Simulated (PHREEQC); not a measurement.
0.17 g of hydrous ferric oxide (600 m²/g; 0.2 weak and 0.005 strong sites per Fe, Dzombak-Morel constants, diffuse double layer) in 1 kg of water with 0.001 mol/kgw of an inert sodium salt and 1.2 mmol/kgw CaCl2, at 25 °C; the pH is set by adding NaOH or the inert anion's acid. Oxygen is held at 0.21 atm. No CO2 enters from the air. No solid was allowed to form.

All values are PHREEQC results (ion-association model, wateq4f.dat), not measurements.

```tsv
pH	Ca sorbed (%)	surface charge σ (C/m²)	surface potential ψ (mV)
3	0.0	0.300	216
3.5	0.0	0.239	208
4	0.0	___	195
4.5	0.0	0.128	178
5	0.0	0.088	159
5.5	0.0	___	___
6	0.0	___	114
6.5	0.0	0.022	89
7	0.3	0.013	64
7.5	___	0.007	39
8	2.2	0.003	17
8.5	6.3	0.001	5
9	11.0	0.000	2
```

Question: Fill in the missing entries.

Answer: 
- 4, surface charge σ (C/m²): 0.179
- 5.5, surface charge σ (C/m²): 0.058
- 5.5, surface potential ψ (mV): 138
- 6, surface charge σ (C/m²): 0.036
- 7.5, Ca sorbed (%): 0.8

The oxide is taken as insoluble; below pH 4 it would dissolve.
